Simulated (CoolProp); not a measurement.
Computed with CoolProp (reference Helmholtz-energy equation of state, McLinden 2015).

Give the vapour pressure (bar), liquid density (kg/m³), vapour density (kg/m³) of saturated the fluoroketone C6F12O (FK-5-1-12) at -33.65, -1.65, 41.05 °C.


```
T (°C)  p (bar)  liquid density (kg/m³)  vapour density (kg/m³)
------  -------  ----------------------  ----------------------
-33.65   0.0154                    1770                   0.245
-1.65     0.114                    1680                    1.62
41.05     0.761                    1550                    9.72
```
